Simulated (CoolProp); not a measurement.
The fluid at 293.15 K and 12.6 MPa flows at 2.3 m/s in a round tube of 25 mm bore and 1.5 µm roughness, fully developed (64/Re and Nu = 3.66 if laminar; Colebrook and Gnielinski if turbulent). The same conditions are run with several fluids, on thermodynamics alone (safety and materials aside).

The numbers come from the reference Helmholtz-energy equation of state of each fluid (methanol: de Reuck 1993; ammonia: Gao 2020; R125: Lemmon 2005; R124: de Vries 1995; R141b: Lemmon 2006) in CoolProp.

```
fluid     Reynolds number  Darcy friction factor  pressure drop (Pa/m)  heat-transfer coefficient (W/(m² K))  mass flow (kg/h)
--------  ---------------  ---------------------  --------------------  ------------------------------------  ----------------
methanol                ?                      ?                  1650                                  3960              3260
ammonia            241000                 0.0156                     ?                                 11500              2520
R125               374000                      ?                  2030                                     ?              5350
R124               252000                 0.0155                  2330                                  3480              5780
R141b              148000                      ?                  2280                                  3030              5150
```

Task: What belongs in the gaps?

Result: 
- methanol, Reynolds number: 73300
- methanol, Darcy friction factor: 0.0195
- ammonia, pressure drop (Pa/m): 1020
- R125, Darcy friction factor: 0.0146
- R125, heat-transfer coefficient (W/(m² K)): 3940
- R141b, Darcy friction factor: 0.0170

Transport values come from each fluid's own correlations; those of R124, R141b are estimates that may be off by 10 % or more.
